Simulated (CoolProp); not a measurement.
Vapour-liquid equilibrium of nitrogen (1) + carbon monoxide (2) at 114.6 K; x and y are mole fractions of (1).

Values from CoolProp's multi-fluid Helmholtz-energy mixture model, Span 2000 and Lemmon 2006; pair parameters Gernert 2013.

```tsv
x	bubble pressure (kPa)	y at the bubble point	dew pressure at overall composition x (kPa)	liquid density (mol/L)
0.05	1426	0.062	1421	21.95
0.125	1467	0.152	1455	21.85
0.2	1508	0.238	1490	21.75
0.275	1549	0.320	1527	21.65
0.35	1590	0.399	1564	21.55
0.425	1629	0.475	1603	21.45
0.5	…	0.548	1643	…
0.575	1706	0.620	1683	21.26
0.65	…	0.689	1723	21.16
0.725	1779	0.757	1762	…
0.8	1813	0.823	1801	20.99
0.875	1845	0.890	1838	…
0.95	1876	0.956	1874	20.83
```

**Question.** Fill in the missing entries.

**Answer.** 
- 0.5, bubble pressure (kPa): 1668
- 0.5, liquid density (mol/L): 21.35
- 0.65, bubble pressure (kPa): 1743
- 0.725, liquid density (mol/L): 21.07
- 0.875, liquid density (mol/L): 20.91

No azeotrope shows between x = 0.05 and 0.95.

Pair parameters are fitted to limited data, so mixtures are less certain than the pure fluids.
